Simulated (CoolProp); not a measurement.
Vapour-liquid equilibrium of R13 (1) + n-butane (2) at 256.1 K; x and y are mole fractions of (1).

Model: multi-fluid Helmholtz-energy mixture model, Platzer 1990 and Bücker 2006; pair parameters Bell 2016, in CoolProp. This equation is an older, rougher fit; its heat capacities, sound speeds and derivatives of the liquid may be far off and weren't checked against measurements.

Give the bubble pressure and the first vapour's composition at x = 0.05, 0.2, 0.95. Is there an azeotrope?

x = 0.05: 159.0 kPa, y = 0.678; x = 0.2: 413.2 kPa, y = 0.881; x = 0.95: 1176 kPa, y = 0.992. No azeotrope shows between x = 0.05 and 0.95.

The pair parameters rest on a limited set of measurements; away from them the model extrapolates. The gap from Raoult's law changes sign with composition, which may be real or a fault of the pair parameters; it wasn't checked against measurements.
